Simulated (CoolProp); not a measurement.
Saturated liquid density (kg/m³) of vinyl chloride: the reference equation beside estimates from Tc = 425.0 K, pc = 5600 kPa, ω = 0.160. Rackett uses Z = 0.29056 − 0.08775 ω.

The numbers come from the reference Helmholtz-energy equation of state, Thol 2022 in CoolProp.

| T (K) | reference | Rackett | van der Waals | Redlich-Kwong | Soave-Redlich-Kwong | Peng-Robinson |
|---|---|---|---|---|---|---|
| 239.7 | 1004 | 987.5 | 625.2 | 923.7 | 935.1 | 1055 |
| 250.6 | 985.4 | 970.4 | 614.8 | 906.1 | 918.9 | 1037 |
| 261.6 | 966.0 | 952.8 | 604.0 | 887.5 | 901.7 | 1019 |
| 272.5 | 946.5 | 934.7 | 592.9 | 868.1 | 883.6 | 998.9 |
| 283.5 | 926.5 | 915.9 | 581.1 | 847.5 | 864.2 | 977.8 |
| 294.4 | 906.3 | 896.7 | 568.9 | 826.0 | 843.8 | 955.4 |
| 305.3 | 885.6 | 876.7 | 556.2 | 803.3 | 822.1 | 931.5 |
| 316.3 | 864.0 | 855.6 | 542.6 | 779.0 | 798.7 | 905.5 |
| 327.2 | 841.7 | 833.7 | 528.4 | 753.5 | 773.8 | 877.7 |
| 338.2 | 818.2 | 810.5 | 513.1 | 726.0 | 746.7 | 847.3 |
| 349.1 | 793.5 | 785.9 | 496.9 | 696.9 | 717.7 | 814.3 |
| 360.1 | 766.7 | 759.4 | 479.3 | 665.1 | 685.7 | 777.8 |

Absolute difference from the reference over all 12 rows, mean and median: Rackett 1.1 and 1.0 %, van der Waals 37.4 and 37.3 %, Redlich-Kwong 9.7 and 9.1 %, Soave-Redlich-Kwong 7.7 and 7.0 %, Peng-Robinson 4.5 and 5.1 %.
